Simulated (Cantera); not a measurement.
An isothermal, constant-pressure homogeneous reactor starts with C2H4 : O2 : N2 : H2O = 0.026 : 0.0039 : 1 : 0.011 (molar parts), at 1550 K and 3750 Torr.

Detailed kinetics in Cantera: GRI-Mech 3.0 (53 species, 325 reactions). GRI-Mech 3.0 was tuned for natural gas; its chemistry of ethylene as a main component is partial and can be far from experiment. GRI-Mech 3.0 stops at C3 and has no aromatics, soot or wall deposition, so with more carbon than oxygen in the feed, carbon stays in small species such as C2H2 where larger ones or solid carbon would form.

Problem. Predict: x(C2H4) at 2.00 s; x(H2) at 2.00 s.

Solution. 
| Property | Result |
|---|---|
| x(C2H4) at 2.00 s | 0.000437 (gas-phase equilibrium 8.88e-5) |
| x(H2) at 2.00 s | 0.0284 (gas-phase equilibrium 0.0413) |
